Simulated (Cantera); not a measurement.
# Thermodynamics of oxide etching and cleaning by halides, feed MgO + F2 + O2

A closed system holds: 1 mol MgO, 14 mol F2, 7.2 mol O2, equilibrated at 1000 Pa.

Equilibrium computed with Cantera from the NASA thermochemical tables; the gas is ideal and each condensed phase is pure. Candidate condensed phases: Mg, MgF2, MgO; 14 gas species. Equilibrium is a limit: real reactors are often held back by kinetics, nucleation or transport.

```tsv
T (°C)	x F	x F2	x O2	x MgF2	n MgF2(s)	n MgF2(l)
400	0.00649	0.623	0.371	<1e-12	1.00	0
500	0.0417	0.594	0.364	<1e-12	1.00	0
600	0.164	0.495	0.342	1.74e-12	1.00	0
700	0.406	0.297	0.296	4.06e-10	1.00	0
800	0.637	0.109	0.253	3.33e-8	1.000	0
900	0.735	0.0299	0.235	1.26e-6	1.000	0
1000	0.761	0.00844	0.230	2.64e-5	0.999	0
1100	0.768	0.00273	0.229	0.000349	0.988	0
1200	0.768	0.00101	0.228	0.00320	0.892	0
1300	0.756	0.000413	0.224	0.0196	0	0.326
1400	0.749	0.000188	0.222	0.0288	0	0
1500	0.749	9.55e-5	0.222	0.0288	0	0
1600	0.749	5.19e-5	0.221	0.0288	0	0
```
x: gas mole fraction; n: condensed amount in mol.

From 400 °C to 1200 °C the condensed part is MgF2(s). At 1300 °C the condensed part is MgF2(l). From 1400 °C to 1600 °C nothing is condensed.
